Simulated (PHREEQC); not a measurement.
## Copper plating or etch bath

A solution holds 0.019 mol/kgw Cu(BF4)2, 0.00091 mol/kgw H2SO4 and 0.24 mol/kgw NaCl, at 20 °C. Closed to the air; pH follows from the charge balance.

Model: ion-association model, wateq4f.dat, run in PHREEQC.

Each row changes one thing in this solution. No solid was allowed to form.

| case | pH | ionic strength (mol/kgw) | BF4- (mol/kgw) | Cu+2 (mol/kgw) | HF (mol/kgw) | F- (mol/kgw) | SI of CuF2:2H2O (CuF2:2H2O) | SI of Chalcanthite (CuSO4:5H2O) |
|---|---|---|---|---|---|---|---|---|
| as made | 2.60 | 0.295 | 0.0342 | 0.0162 | 0.00492 | 0.00225 | -3.46 | -3.52 |
| Cu(BF4)2 from 0.019 to 0.0038 mol/kgw | 2.69 | 0.253 | 0.00579 | 0.00322 | 0.00315 | 0.00171 | … | -4.13 |
| NaCl from 0.24 to 0.216 mol/kgw | 2.60 | 0.271 | 0.0342 | 0.0164 | 0.00496 | 0.00224 | -3.44 | -3.49 |
| temperature from 20 to 35 °C | … | 0.290 | 0.0337 | 0.0143 | 0.00627 | 0.00232 | -3.37 | -3.66 |
| temperature from 20 to 15 °C | 2.59 | 0.296 | 0.0344 | 0.0167 | 0.00454 | 0.00222 | -3.50 | … |
| temperature from 20 to 10 °C | 2.59 | 0.297 | 0.0345 | 0.0171 | 0.00420 | 0.00220 | -3.54 | -3.44 |
| NaCl left out | 2.61 | 0.0587 | 0.0342 | 0.0183 | 0.00541 | 0.00204 | -3.14 | -3.08 |
| temperature from 20 to 40 °C | … | 0.289 | 0.0335 | 0.0135 | 0.00681 | 0.00235 | … | -3.71 |

### Question
Some entries are withheld; supply them.

### Answer

- Cu(BF4)2 from 0.019 to 0.0038 mol/kgw, SI of CuF2:2H2O (CuF2:2H2O): -4.36
- temperature from 20 to 35 °C, pH: 2.62
- temperature from 20 to 15 °C, SI of Chalcanthite (CuSO4:5H2O): -3.48
- temperature from 20 to 40 °C, pH: 2.63
- temperature from 20 to 40 °C, SI of CuF2:2H2O (CuF2:2H2O): -3.35

Away from 25 °C the constants follow the database's enthalpies or fits; those with neither stay at their 25 °C values. Real BF4- forms and hydrolyses slowly; the run takes it at equilibrium.
